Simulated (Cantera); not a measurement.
Charge: 1 mol Cu, 0.16 mol CO2, a varied amount of CO, at 9.50 bar.

Cantera equilibrium calculation (NASA polynomials, part measured and part estimated; ideal gas, pure solids and liquids). Candidate condensed phases: C, Cu, CuO, Cu2O; 15 gas species. The numbers say what is thermodynamically allowed, not how fast it happens.

### Question
What condenses at these points (T in °C, n(CO) in mol): (1102, 8.7); (1302, 8.7); (1552, 5.6); (1352, 21); (1252, 4.8)?

### Answer
| T (°C) | n(CO) in mol | condensed phases | Cu condensed (%) |
|---|---|---|---|
| 1102 | 8.7 | C + Cu | 100.0 |
| 1302 | 8.7 | Cu | 100.0 |
| 1552 | 5.6 | Cu | 100.0 |
| 1352 | 21 | Cu | 100.0 |
| 1252 | 4.8 | Cu | 100.0 |
